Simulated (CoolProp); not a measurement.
The fluid at 298.15 K and 5.86 MPa expands adiabatically to 0.561 MPa with isentropic efficiency 0.8. The same conditions are run with several fluids, on thermodynamics alone (safety and materials aside).

Computed with CoolProp (reference Helmholtz-energy equation of state of each fluid (CF4 (R14): Platzer 1990; carbon monoxide: Lemmon 2006; nitrogen: Span 2000; ethylene: Smukala 2000; methane: Setzmann 1991)). The equations of Platzer and Polt are older, rougher fits.

| fluid | work (kJ/kg) | final temperature (K) | final phase | final density (kg/m³) |
|---|---|---|---|---|
| CF4 (R14) | 36.2 | 207.2 | gas | 30.8 |
| carbon monoxide | 116 | 176.3 | gas | 11.0 |
| nitrogen | 117 | 177.0 | gas | 10.9 |
| ethylene | 81.5 | 205.2 | two-phase, vapour fraction 0.804 | 12.8 |
| methane | 198 | 183.9 | gas | 6.18 |
